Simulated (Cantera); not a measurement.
# Reactions in the system N-O-V

Cantera with NASA thermochemical tables; ideal gases at 1 bar, condensed phases pure. Values are per mole of reaction as written; species without (g) are pure solids or liquids, kept so even where they would boil at 1 bar.

V2O5 + N(g) ⇌ NO(g) + V2O4

```tsv
T (K)	ΔH° (kJ)	ΔS° (J/K)	ΔG° (kJ)	log10 K	condensed phases
300	-258.0	30.4	-267.1	46.51	V2O5(s), V2O4(s)
450	-250.0	54.3	-274.4	31.85	V2O5(s), V2O4(s)
600	-251.3	51.7	-282.3	24.58	V2O5(s), V2O4(s)
750	-252.8	49.5	-289.9	20.19	V2O5(s), V2O4(s)
900	-254.2	47.8	-297.2	17.25	V2O5(s), V2O4(s)
1050	-321.0	-23.0	-296.9	14.77	V2O5(l), V2O4(s)
1200	-323.0	-24.8	-293.3	12.77	V2O5(l), V2O4(s)
1350	-324.5	-25.9	-289.5	11.20	V2O5(l), V2O4(s)
1500	-325.4	-26.6	-285.5	9.94	V2O5(l), V2O4(s)
```

4 N2O(g) + 2 V ⇌ V2O4 + 4 N2(g)

```json
[
 {"T (K)": "300", "ΔH° (kJ)": "-1753.5", "ΔS° (J/K)": "-67.8", "ΔG° (kJ)": "-1733.2", "log10 K": "301.77"},
 {"T (K)": "450", "ΔH° (kJ)": "-1740.3", "ΔS° (J/K)": "-29.8", "ΔG° (kJ)": "-1726.9", "log10 K": "200.45"},
 {"T (K)": "600", "ΔH° (kJ)": "-1736.8", "ΔS° (J/K)": "-23.1", "ΔG° (kJ)": "-1723.0", "log10 K": "149.99"},
 {"T (K)": "750", "ΔH° (kJ)": "-1734.1", "ΔS° (J/K)": "-19.1", "ΔG° (kJ)": "-1719.8", "log10 K": "119.78"},
 {"T (K)": "900", "ΔH° (kJ)": "-1732.1", "ΔS° (J/K)": "-16.7", "ΔG° (kJ)": "-1717.1", "log10 K": "99.66"},
 {"T (K)": "1050", "ΔH° (kJ)": "-1730.5", "ΔS° (J/K)": "-15.0", "ΔG° (kJ)": "-1714.8", "log10 K": "85.30"},
 {"T (K)": "1200", "ΔH° (kJ)": "-1729.2", "ΔS° (J/K)": "-13.8", "ΔG° (kJ)": "-1712.6", "log10 K": "74.55"},
 {"T (K)": "1350", "ΔH° (kJ)": "-1728.0", "ΔS° (J/K)": "-12.9", "ΔG° (kJ)": "-1710.6", "log10 K": "66.19"},
 {"T (K)": "1500", "ΔH° (kJ)": "-1727.2", "ΔS° (J/K)": "-12.3", "ΔG° (kJ)": "-1708.7", "log10 K": "59.50"}
]
```
